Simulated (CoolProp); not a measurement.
Saturation properties of carbon monoxide (Tc = -140.3 °C, pc = 3.498 MPa, ω = 0.050).

Model: reference Helmholtz-energy equation of state, Lemmon 2006, in CoolProp. It is a short technical equation, of lower accuracy than the large ones.

| T (°C) | p (MPa) | vapour density (kg/m³) | liquid cp (kJ/(kg K)) | surface tension (mN/m) |
|---|---|---|---|---|
| -190.45 | 0.1141 | 4.869 | 2.149 | 9.29 |
| -184.55 | 0.2092 | 8.544 | ? | 8.05 |
| -178.65 | ? | 14.01 | ? | 6.83 |
| -172.75 | 0.5607 | 21.82 | ? | 5.64 |
| -166.85 | 0.8438 | 32.77 | 2.441 | 4.48 |
| -160.95 | 1.217 | 48.05 | 2.648 | ? |
| -155.05 | 1.697 | ? | 3.016 | 2.28 |
| -149.25 | 2.288 | 101.9 | ? | 1.29 |

Question: What belongs in the gaps?

Answer: 
- -184.55, liquid cp (kJ/(kg K)): 2.178
- -178.65, p (MPa): 0.3537
- -178.65, liquid cp (kJ/(kg K)): 2.230
- -172.75, liquid cp (kJ/(kg K)): 2.313
- -160.95, surface tension (mN/m): 3.36
- -155.05, vapour density (kg/m³): 69.78
- -149.25, liquid cp (kJ/(kg K)): 3.820

It boils at -191.5 °C under 1 atm.

Surface tension comes from a separate correlation (Mulero 2012).
